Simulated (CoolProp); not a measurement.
Properties of R410A at several states (Tc = 344.5 K, pc = 4.901 MPa, ω = 0.296).

Values from CoolProp's reference Helmholtz-energy equation of state, Lemmon 2003. It is a pseudo-pure fit of the blend.

```csv
T (K),p (MPa),phase,cv (kJ/(kg K)),Joule-Thomson coefficient (K/MPa),expansivity (1/kK),conductivity (mW/(m K))
251.7,0.0111,gas,0.6237,…,4.016,9.79
261.1,2.57,liquid,0.8719,-0.1274,2.965,112
248.4,0.0489,gas,0.6284,…,4.236,…
419.2,17,supercritical,1.019,1.881,7.644,50.9
250.6,0.102,gas,0.6447,38.87,4.431,…
333.9,0.162,gas,0.7538,13.66,3.149,16.0
```

**Question.** Some entries are withheld; supply them.

**Answer.** 
- 251.7, Joule-Thomson coefficient (K/MPa): 37.62
- 248.4, Joule-Thomson coefficient (K/MPa): 39.95
- 248.4, conductivity (mW/(m K)): 9.60
- 250.6, conductivity (mW/(m K)): 9.83

Thermal conductivity comes from a separate model (Geller 2001).
